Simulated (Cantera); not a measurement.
Charge: 1 mol CH₃F, 0.065 mol F₂, 0.21 mol H₂, at 700 Pa.

These are equilibrium values from Cantera (NASA tables, ideal gas, pure condensed phases), not measurements of a reactor. Candidate condensed phases: C, C₆H₆, C₇H₈, C₈H₁₈; 95 gas species. Kinetics and transport are ignored. All values below are at 3123 K.

Base state: H 0.552, HF 0.272, C₃ 0.0689, H₂ 0.0413, F 0.0278, C 0.0169, C₂ 0.00943, C₂H 0.00569 (mole fractions); condensed: gas only.

### Question
What changes in the equilibrium state with this change: pressure from 700 Pa to 10000 Pa?

### Answer
```
species             before     after
-----------------  -------  --------
HF                   0.272     0.398
H                    0.552     0.337
H₂                  0.0413     0.220
C                   0.0169   0.00156
C₂H₂ (acetylene)   0.00209    0.0193
C₃                  0.0689    0.0110
F                   0.0278   0.00467
C₆H₂               9.97e-7   2.74e-5
C₄H₂               4.43e-5  0.000705
C₂H₂ (vinylidene)  8.66e-6   7.97e-5
C₂                 0.00943   0.00114
CH₂                4.06e-6   2.84e-5
C(graphite), mol         0     0.740
```

### Question
What changes in the equilibrium state with this change: H₂ from 0.21 to 0.99 mol?

### Answer
```csv
species,before,after
H,0.552,0.645
HF,0.272,0.200
H₂,0.0413,0.0565
C₃,0.0689,0.0480
F,0.0278,0.0175
C,0.0169,0.0150
CF₂,1.39e-5,4.90e-6
C₅,0.00104,0.000572
CF,0.00312,0.00175
C₂HF,1.24e-5,7.18e-6
```
